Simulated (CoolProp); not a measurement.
2000 sccm (0 °C, 1 atm) of nitrogen bubbles through liquid benzene at 298.2 K and leaves saturated at a total pressure of 0.15 MPa (ideal gas phase). Each further row changes one setting.

Model: reference Helmholtz-energy equation of state, Thol 2012, in CoolProp.

```
case                      vapour pressure (kPa)  mole fraction of vapour  delivery (mg/min)  delivery (sccm)  change of delivery for a bath 1 K warmer (%)
------------------------  ---------------------  -----------------------  -----------------  ---------------  --------------------------------------------
as stated                                  12.7                      [?]                646              [?]                                           5.2
bath temperature 303.2 K                    [?]                      [?]                830              238                                           5.1
total pressure 0.3 MPa                     12.7                      [?]                309             88.6                                           4.9
```

**Question.** Complete the blanks.

**Answer.** 
- as stated, mole fraction of vapour: 0.0848
- as stated, delivery (sccm): 185
- bath temperature 303.2 K, vapour pressure (kPa): 16.0
- bath temperature 303.2 K, mole fraction of vapour: 0.106
- total pressure 0.3 MPa, mole fraction of vapour: 0.0424
